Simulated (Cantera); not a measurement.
Charge: 1 mol C3H8, 2.8 mol H2, 0.67 mol H2O, held at 133 Pa.

These are equilibrium values from Cantera (NASA tables, ideal gas, pure condensed phases), not measurements of a reactor. Candidate condensed phases: C, C6H6, C7H8, C8H18, H2O; 110 gas species. Equilibrium is a limit: real reactors are often held back by kinetics, nucleation or transport.

**Question.** At 1373 K, list the 3 most abundant gas species with their mole fractions, and the condensed phases.

**Answer.** H2 0.918, CO 0.0823, H 8.74e-5. Condensed: C(graphite).
